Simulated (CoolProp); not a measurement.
Vapour-liquid equilibrium of isobutene (1) + n-octane (2) at 69.05 °C; x and y are mole fractions of (1).

Computed with CoolProp (multi-fluid Helmholtz-energy mixture model, Lemmon 2005 and Beckmüller 2019; pair parameters Bell 2016).

```json
[
 {"x": "0.05", "bubble pressure (kPa)": "57.60", "y at the bubble point": "0.741", "dew pressure at overall composition x (kPa)": "16.09", "liquid density (mol/L)": "5.928"},
 {"x": "0.125", "bubble pressure (kPa)": "119.8", "y at the bubble point": "0.880", "dew pressure at overall composition x (kPa)": "17.46", "liquid density (mol/L)": "6.137"},
 {"x": "0.2", "bubble pressure (kPa)": "181.8", "y at the bubble point": "0.925", "dew pressure at overall composition x (kPa)": "19.08", "liquid density (mol/L)": "6.357"},
 {"x": "0.275", "bubble pressure (kPa)": "244.6", "y at the bubble point": "0.947", "dew pressure at overall composition x (kPa)": "21.04", "liquid density (mol/L)": "6.589"},
 {"x": "0.35", "bubble pressure (kPa)": "308.9", "y at the bubble point": "0.961", "dew pressure at overall composition x (kPa)": "23.45", "liquid density (mol/L)": "6.834"},
 {"x": "0.425", "bubble pressure (kPa)": "375.2", "y at the bubble point": "0.970", "dew pressure at overall composition x (kPa)": "26.46", "liquid density (mol/L)": "7.092"},
 {"x": "0.5", "bubble pressure (kPa)": "(withheld)", "y at the bubble point": "0.977", "dew pressure at overall composition x (kPa)": "30.37", "liquid density (mol/L)": "7.364"},
 {"x": "0.575", "bubble pressure (kPa)": "514.5", "y at the bubble point": "0.982", "dew pressure at overall composition x (kPa)": "35.63", "liquid density (mol/L)": "7.649"},
 {"x": "0.65", "bubble pressure (kPa)": "587.7", "y at the bubble point": "0.987", "dew pressure at overall composition x (kPa)": "43.08", "liquid density (mol/L)": "7.947"},
 {"x": "0.725", "bubble pressure (kPa)": "663.1", "y at the bubble point": "(withheld)", "dew pressure at overall composition x (kPa)": "54.45", "liquid density (mol/L)": "8.256"},
 {"x": "0.8", "bubble pressure (kPa)": "740.7", "y at the bubble point": "0.993", "dew pressure at overall composition x (kPa)": "73.95", "liquid density (mol/L)": "8.574"},
 {"x": "0.875", "bubble pressure (kPa)": "821.0", "y at the bubble point": "0.996", "dew pressure at overall composition x (kPa)": "115.0", "liquid density (mol/L)": "(withheld)"},
 {"x": "0.95", "bubble pressure (kPa)": "904.7", "y at the bubble point": "(withheld)", "dew pressure at overall composition x (kPa)": "255.6", "liquid density (mol/L)": "9.205"}
]
```

**Question.** Complete the blanks.

**Answer.** 
- 0.5, bubble pressure (kPa): 443.7
- 0.725, y at the bubble point: 0.990
- 0.875, liquid density (mol/L): 8.894
- 0.95, y at the bubble point: 0.998

No azeotrope shows between x = 0.05 and 0.95.

The pair parameters rest on a limited set of measurements; away from them the model extrapolates.
